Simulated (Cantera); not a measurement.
Input (Python, Cantera):

```python
import numpy as np
import cantera as ct

gas = ct.Solution("gri30.yaml")
gas.TPX = 2100, 16000, {'NO': 1, 'N2': 0.29}
reactor = ct.IdealGasConstPressureReactor(gas, energy="off", clone=False)
net = ct.ReactorNet([reactor])
net.rtol, net.atol = 1e-08, 1e-18
show = ['NO', 'N2O', 'N2', 'NO2', 'O2', 'O']
times = np.geomspace(0.0001, 30, 11)

steps = ct.SolutionArray(gas, extra=["t"])
rows = []
print(f"{'t/s':>10s}{'T/K':>9s}{'P/Pa':>11s}" + "".join(f"{s:>11s}" for s in show))
for t in times:
    while net.time < t:
        t_next = net.step()
        steps.append(gas.state, t=t_next)
    rows.append([np.interp(t, steps.t, y) for y in (steps.T, steps.P, *steps(*show).X.T)])
    print(f"{t:10.3e}{rows[-1][0]:9.1f}{rows[-1][1]:11.4g}" + "".join(f"{x:11.3e}" for x in rows[-1][2:]))
rate = np.gradient(steps.T, steps.t)
print("integrator steps:", len(steps.t))
if steps.T.max() > steps.T[0] + 200:
    print(f"time of steepest temperature rise: {steps.t[rate.argmax()]:.4e} s")
gas.TPX = 2100, 16000, {'NO': 1, 'N2': 0.29}
gas.equilibrate("TP")
print(f"equilibrium (TP): T = {gas.T:.1f} K  " + "  ".join(f"{s} {gas[s].X[0]:.3e}" for s in show))
```

It prints:

```
       t/s      T/K       P/Pa         NO        N2O         N2        NO2         O2          O
 1.000e-04   2100.0    1.6e+04  7.751e-01  2.149e-05  2.248e-01  1.329e-06  3.299e-07  2.177e-05
 3.529e-04   2100.0    1.6e+04  7.750e-01  6.914e-05  2.248e-01  1.128e-05  4.372e-06  7.610e-05
 1.246e-03   2100.0    1.6e+04  7.745e-01  1.778e-04  2.250e-01  5.618e-05  7.481e-05  2.670e-04
 4.397e-03   2100.0    1.6e+04  7.723e-01  2.597e-04  2.259e-01  1.042e-04  9.601e-04  5.004e-04
 1.552e-02   2100.0    1.6e+04  7.642e-01  2.556e-04  2.299e-01  1.187e-04  4.948e-03  5.568e-04
 5.477e-02   2100.0    1.6e+04  7.348e-01  2.287e-04  2.446e-01  1.550e-04  1.953e-02  6.991e-04
 1.933e-01   2100.0    1.6e+04  6.280e-01  1.544e-04  2.979e-01  2.212e-04  7.262e-02  1.059e-03
 6.823e-01   2100.0    1.6e+04  3.282e-01  3.734e-05  4.477e-01  1.978e-04  2.222e-01  1.688e-03
 2.408e+00   2100.0    1.6e+04  5.008e-02  9.806e-07  5.867e-01  3.855e-05  3.611e-01  2.105e-03
 8.500e+00   2100.0    1.6e+04  1.247e-02  2.360e-07  6.055e-01  9.850e-06  3.799e-01  2.155e-03
 3.000e+01   2100.0    1.6e+04  1.179e-02  2.309e-07  6.058e-01  9.315e-06  3.802e-01  2.156e-03
integrator steps: 1029
equilibrium (TP): T = 2100.0 K  NO 1.179e-02  N2O 2.309e-07  N2 6.058e-01  NO2 9.315e-06  O2 3.802e-01  O 2.156e-03
```

Model: GRI-Mech 3.0 (53 species, 325 reactions), integrated in Cantera.
